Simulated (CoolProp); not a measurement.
Hexamethyldisiloxane (MM) along the isobar 1350 kPa: Z from the reference equation and from simpler models built on Tc = 518.7 K, pc = 1931 kPa, ω = 0.418; each cubic takes its own stable root.

Computed with CoolProp (reference Helmholtz-energy equation of state, Thol 2016).

| T (K) | phase | reference |
|---|---|---|
| 284.7 | liquid | 0.1194 |
| 301.4 | liquid | 0.1154 |
| 318 | liquid | 0.1119 |
| 334.6 | liquid | 0.1090 |
| 351.2 | liquid | 0.1065 |
| 367.8 | liquid | 0.1046 |
| 384.4 | liquid | 0.1030 |
| 401.1 | liquid | 0.1019 |
| 417.7 | liquid | 0.1013 |

Question: How far does each simpler model (van der Waals, Redlich-Kwong, Soave-Redlich-Kwong, Peng-Robinson) lie from the reference over these 9 states: mean and median of the absolute difference, and the worst?

Answer: 
- van der Waals: mean 63.7 %, median 63.4 %, worst +65.4 % at 284.7 K and 1350 kPa
- Redlich-Kwong: mean 13.4 %, median 13.0 %, worst +15.9 % at 417.7 K and 1350 kPa
- Soave-Redlich-Kwong: mean 7.1 %, median 7.0 %, worst +7.9 % at 417.7 K and 1350 kPa
- Peng-Robinson: mean 5.1 %, median 5.3 %, worst -5.7 % at 367.8 K and 1350 kPa
